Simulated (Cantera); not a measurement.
An isothermal, constant-pressure homogeneous reactor starts with CH4 : N2 = 1 : 2.9 (molar parts), at 1325 K and 150000 Pa. Integrator tolerance rtol = 1e-08.

Computed with Cantera and GRI-Mech 3.0 (53 species, 325 reactions). GRI-Mech 3.0 stops at C3 and has no aromatics, soot or wall deposition, so with more carbon than oxygen in the feed, carbon stays in small species such as C2H2 where larger ones or solid carbon would form.

Problem. What does this change do: pressure from 150000 Pa to 31.0 Pa?

Solution. 
```json
[
 {"quantity": "x(CH4) at 100 s", "before": "0.121 (gas-phase equilibrium 0.110)", "after": "0.255 (gas-phase equilibrium 9.48e-5)"},
 {"quantity": "x(C2H) at 100 s", "before": "7.27e-11 (gas-phase equilibrium 4.11e-11)", "after": "1.40e-12 (gas-phase equilibrium 5.87e-9)"},
 {"quantity": "x(H2) at 100 s", "before": "0.149 (gas-phase equilibrium 0.166)", "after": "0.000914 (gas-phase equilibrium 0.306)"},
 {"quantity": "x(HCN) at 100 s", "before": "2.31e-10 (gas-phase equilibrium 0.0500)", "after": "<1e-12 (gas-phase equilibrium 0.0777)"},
 {"quantity": "x(C2H6) at 100 s", "before": "0.000153 (gas-phase equilibrium 0.000113)", "after": "6.76e-6 (gas-phase equilibrium 4.56e-11)"},
 {"quantity": "x(CH2) at 100 s", "before": "1.85e-11 (gas-phase equilibrium 1.51e-11)", "after": "1.97e-9 (gas-phase equilibrium 3.42e-11)"}
]
```
Radical loss at walls, strong at low pressure, is not modelled.

Problem. What does this change do: pressure from 150000 Pa to 100000 Pa?

Solution. 
| quantity | before | after |
|---|---|---|
| x(CH4) at 100 s | 0.121 (gas-phase equilibrium 0.110) | 0.108 (gas-phase equilibrium 0.0951) |
| x(C2H) at 100 s | 7.27e-11 (gas-phase equilibrium 4.11e-11) | 9.73e-11 (gas-phase equilibrium 5.78e-11) |
| x(H2) at 100 s | 0.149 (gas-phase equilibrium 0.166) | 0.166 (gas-phase equilibrium 0.185) |
| x(HCN) at 100 s | 2.31e-10 (gas-phase equilibrium 0.0500) | 1.47e-10 (gas-phase equilibrium 0.0546) |
| x(C2H6) at 100 s | 0.000153 (gas-phase equilibrium 0.000113) | 0.000101 (gas-phase equilibrium 7.57e-5) |
| x(CH2) at 100 s | 1.85e-11 (gas-phase equilibrium 1.51e-11) | 2.10e-11 (gas-phase equilibrium 1.76e-11) |
